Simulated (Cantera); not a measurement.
What does this Cantera script print?

```python
import numpy as np
import cantera as ct

gas_names = [...]  # 118 gases of nasa_gas.yaml made of C, Cl, F, H
cond_names = """
    C(gr) C6H6(L) C7H8(L) C8H18(L),n-octa
""".split()


# ... load() reads the species with a 1 bar reference pressure and builds the phases ...
atoms = {
    'CF4': {'C': 1, 'F': 4},
    'HCl': {'H': 1, 'CL': 1},
    'H2': {'H': 2},
}
top_T = {'C(gr)': 4500}  # K; cautious upper limits of use, not melting points


# ... equilibrate(T, P, feed) seeds the gas with the atoms and calls Mixture.equilibrate('TP', solver="vcs", rtol=1e-11, max_steps=5000) ...
results = []
feed = {'CF4': 1, 'HCl': 0.021, 'H2': 0.44}  # mol
T = 3150  # K
P = 780  # Pa
mix = equilibrate(T, P, feed)
results.append((T, P, feed, dict(zip(mix.species_names, mix.species_moles))))
x = sorted(zip(gas.X, gas.species_names), reverse=True)
print(f"T = {T:g} K  P = {P:g} Pa  gas = {mix.phase_moles(0):.4g} mol")
print("   x: " + "  ".join(f"{s} {v:.3e}" for v, s in x if v > 0.001))
print("   condensed (mol): " + ("  ".join(f"{mix.phase(i).name} {mix.phase_moles(i):.4g}"
      for i in range(1, mix.n_phases) if mix.phase_moles(i) > 1e-12) or "none"))
```

It prints:

```
T = 3150 K  P = 780 Pa  gas = 4.36 mol
   x: F 6.540e-01  HF 1.886e-01  CF 6.252e-02  C3 4.253e-02  H 1.779e-02  C 1.555e-02  C2 7.237e-03  CF2 6.130e-03  CL 4.799e-03
   condensed (mol): none
```

Method: chemical equilibrium by Gibbs-energy minimisation in Cantera with the NASA 1993 tables (ideal gas, pure condensed phases).
